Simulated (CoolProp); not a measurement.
R1233zd(E) at several states: Z from the reference equation and from simpler models built on Tc = 165.7 °C, pc = 3.583 MPa, ω = 0.304; each cubic takes its own stable root.

Computed with CoolProp (reference Helmholtz-energy equation of state, Akasaka 2022).

```
T (°C)  p (MPa)   phase  reference
------  -------  ------  ---------
-26.85    0.676  liquid    0.03118
-65.85     3.78  liquid     0.1951
-88.15    0.214  liquid    0.01204
22.85        19  liquid     0.7664
-53.15    0.451  liquid    0.02240
```

### Question
How far does each simpler model (van der Waals, Soave-Redlich-Kwong, Peng-Robinson) lie from the reference over these 5 states: mean and median of the absolute difference, and the worst?

### Answer
- van der Waals: mean 68.2 %, median 70.1 %, worst +72.2 % at -88.15 °C and 0.214 MPa
- Soave-Redlich-Kwong: mean 11.9 %, median 12.2 %, worst +13.5 % at -88.15 °C and 0.214 MPa
- Peng-Robinson: mean 1.0 %, median 1.0 %, worst -2.5 % at 22.85 °C and 19 MPa
